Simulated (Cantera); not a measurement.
A perfectly stirred reactor is fed with 29.8 % H₂, 38.8 % O₂, 31.4 % N₂, equivalence ratio 0.39, at 750 Torr; it is held at 1073 K, and followed from long to short residence time.

Detailed kinetics in Cantera: GRI-Mech 3.0 (53 species, 325 reactions). The temperature is held fixed by assumption; the heat of reaction is taken as removed at once.

One state of this run: x H₂ = 0.00804; x O₂ = 0.283; x OH = 3.87e-6; x HO₂ = 8.38e-5; x NO = 9.02e-10; x N₂O = 1.84e-7. x: mole fraction; the columns are a selection and need not sum to one.

Q: Which value of τ (s) does it belong to?
A) 0.57
B) 0.17
C) 1.9
D) 0.0048

A: A, 0.57
